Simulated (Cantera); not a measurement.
What does this Cantera script print?

```python
import numpy as np
import cantera as ct

gas = ct.Solution("h2o2.yaml")
gas.TPX = 500, 1000000, {'H2': 1, 'O2': 0.532, 'N2': 2, 'H2O': 0.18}
flame = ct.FreeFlame(gas, width=0.008)
flame.set_refine_criteria(ratio=3, slope=0.08, curve=0.16)
flame.transport_model = "mixture-averaged"
flame.solve(loglevel=0, auto=True)
z, T = flame.grid, flame.T
thick = (T[-1] - T[0]) / np.gradient(T, z).max()
show = ['H2', 'O2', 'H2O', 'HO2', 'OH', 'H']
print(f"laminar burning velocity  {flame.velocity[0] * 100:.3f} cm/s")
print(f"burnt temperature         {T[-1]:.1f} K")
print(f"thermal thickness         {thick * 1e3:.4f} mm")
print(f"grid points               {len(z)}")
z0 = z[flame.heat_release_rate.argmax()]
print(f"{'z/mm':>9s}{'T/K':>9s}{'u/(m/s)':>9s}" + "".join(f"{s:>11s}" for s in show))
rows = []
for k in (-3, -2, -1.5, -1, -0.5, -0.25, 0, 0.25, 0.5, 1, 2, 4, 8):
    zz = z0 + k * thick
    rows.append([k * thick, np.interp(zz, z, T), np.interp(zz, z, flame.velocity),
                 *(np.interp(zz, z, flame.X[gas.species_index(s)]) for s in show)])
    print(f"{rows[-1][0] * 1e3:9.3f}{rows[-1][1]:9.1f}{rows[-1][2]:9.3f}" + "".join(f"{x:11.3e}" for x in rows[-1][3:]))
```

It prints:

```
laminar burning velocity  246.738 cm/s
burnt temperature         2371.3 K
thermal thickness         0.0275 mm
grid points               108
     z/mm      T/K  u/(m/s)         H2         O2        H2O        HO2         OH          H
   -0.082    500.1    2.466  2.688e-01  1.434e-01  4.854e-02  1.971e-08  9.708e-13  7.606e-14
   -0.055    500.7    2.462  2.665e-01  1.439e-01  4.873e-02  3.226e-07  2.349e-11  1.806e-12
   -0.041    502.6    2.460  2.625e-01  1.447e-01  4.912e-02  1.781e-06  1.648e-10  1.221e-11
   -0.027    517.2    2.489  2.485e-01  1.471e-01  5.115e-02  2.474e-05  6.020e-09  3.884e-10
   -0.014    681.0    3.113  1.966e-01  1.489e-01  7.255e-02  7.246e-04  1.578e-05  7.075e-06
   -0.007   1041.6    4.616  1.457e-01  1.314e-01  1.239e-01  1.416e-03  5.952e-04  7.344e-04
    0.000   1482.8    6.475  9.143e-02  9.460e-02  2.005e-01  7.205e-04  2.528e-03  4.710e-03
    0.007   1778.8    7.731  5.239e-02  5.994e-02  2.612e-01  3.222e-04  6.255e-03  8.366e-03
    0.014   1947.8    8.445  3.294e-02  4.046e-02  2.932e-01  1.594e-04  9.664e-03  8.564e-03
    0.027   2113.0    9.122  2.017e-02  2.735e-02  3.168e-01  6.673e-05  1.174e-02  5.736e-03
    0.055   2239.5    9.617  1.277e-02  2.155e-02  3.322e-01  2.834e-05  1.035e-02  2.623e-03
    0.110   2316.7    9.907  7.384e-03  1.857e-02  3.427e-01  1.265e-05  7.991e-03  1.027e-03
    0.220   2354.8   10.046  4.200e-03  1.715e-02  3.485e-01  6.964e-06  6.253e-03  4.318e-04
```

Detailed kinetics in Cantera: the H2/O2 subset of GRI-Mech 3.0, which has no nitrogen chemistry. The hydrogen kinetics of GRI-Mech 3.0 are dated; newer H2 mechanisms differ, most at raised pressure. Burning velocities carry a grid error of a few per cent, more on coarse grids.
